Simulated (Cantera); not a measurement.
Input: 1 mol Pb, 0.46 mol H2, 6 mol CO, held at 873.15 K and 0.400 bar.

Equilibrium computed with Cantera from the NASA thermochemical tables; the gas is ideal and each condensed phase is pure. Candidate condensed phases: C, C6H6, C7H8, C8H18, H2O, Pb, PbO, PbO2, Pb3O4; 113 gas species. Rates play no part.

Base state: CO2 0.542, CO 0.346, H2 0.0700, H2O 0.0411, CH4 0.000877 (mole fractions); condensed: C(graphite) + Pb(l).

Q: What changes in the equilibrium state with this change: CO from 6 to 2.5 mol?

A: 
| species | before | after |
|---|---|---|
| CO2 | 0.542 | 0.450 |
| CO | 0.346 | 0.315 |
| H2 | 0.0700 | 0.150 |
| H2O | 0.0411 | 0.0803 |
| CH4 | 0.000877 | 0.00404 |
| C(graphite), mol | 2.37 | 1.02 |
| Pb(l), mol | 1.000 | 1.000 |
